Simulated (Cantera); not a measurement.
# Equilibrium for carbon deposition, reforming and gasification: C2H5OH + NH3 + N2

Feed: 1 mol C2H5OH, 0.18 mol NH3, 0.63 mol N2, at 13.3 mbar.

Equilibrium computed with Cantera from the NASA thermochemical tables; the gas is ideal and each condensed phase is pure. Candidate condensed phases: C, C6H6, C7H8, C8H18, H2O; 136 gas species. Equilibrium is a limit: real reactors are often held back by kinetics, nucleation or transport.

From 1975 K to 2675 K the condensed part is C(graphite). The main C-bearing gas is CO throughout. The share of C in condensed phases is highest at 1975 K (48.7 %) and lowest at 2675 K (36.3 %).

```json
[
 {"T (K)": "1975", "x H2": "0.645", "x H": "0.00952", "x CO": "0.199", "x N2": "0.141", "x HCN": "0.00403", "n C(graphite)": "0.974"},
 {"T (K)": "2075", "x H2": "0.636", "x H": "0.0184", "x CO": "0.199", "x N2": "0.140", "x HCN": "0.00585", "n C(graphite)": "0.961"},
 {"T (K)": "2175", "x H2": "0.622", "x H": "0.0333", "x CO": "0.197", "x N2": "0.138", "x HCN": "0.00812", "n C(graphite)": "0.941"},
 {"T (K)": "2275", "x H2": "0.600", "x H": "0.0570", "x CO": "0.195", "x N2": "0.134", "x HCN": "0.0108", "n C(graphite)": "0.916"},
 {"T (K)": "2375", "x H2": "0.568", "x H": "0.0920", "x CO": "0.191", "x N2": "0.130", "x HCN": "0.0138", "n C(graphite)": "0.882"},
 {"T (K)": "2475", "x H2": "0.524", "x H": "0.141", "x CO": "0.186", "x N2": "0.124", "x HCN": "0.0170", "n C(graphite)": "0.840"},
 {"T (K)": "2575", "x H2": "0.467", "x H": "0.205", "x CO": "0.180", "x N2": "0.118", "x HCN": "0.0199", "n C(graphite)": "0.789"},
 {"T (K)": "2675", "x H2": "0.399", "x H": "0.282", "x CO": "0.172", "x N2": "0.110", "x HCN": "0.0223", "n C(graphite)": "0.726"}
]
```
x: gas mole fraction; n: condensed amount in mol.
